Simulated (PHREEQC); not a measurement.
**Buffer: an equilibrium model**

A solution holds 0.0015 mol/kgw NaHCO3 and 0.00032 mol/kgw KOH, at 20 °C. Closed to the air; pH follows from the charge balance.

The numbers come from PHREEQC with the ion-association model, phreeqc.dat.

Precipitation was switched off in this run.

Estimate the pH.

pH 9.68.

In which forms is C present?

HCO3- 81 %, CO3-2 19 % of the C.
